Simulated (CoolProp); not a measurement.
A Linde-Hampson liquefier for normal hydrogen: isothermal reversible compression at 280 K from 1 atm to 30 MPa, throttling to 1 atm, return gas leaving the recuperator 5 K below the feed. Each further row changes one setting.

Computed with CoolProp (reference Helmholtz-energy equation of state, Leachman 2009).

| case | compression work (kJ/kg of gas) |
|---|---|
| as stated | 6790 |
| high pressure 60 MPa | 7830 |
| warm-end temperature 310 K | 7500 |
| warm-end gap 10 K | 6790 |
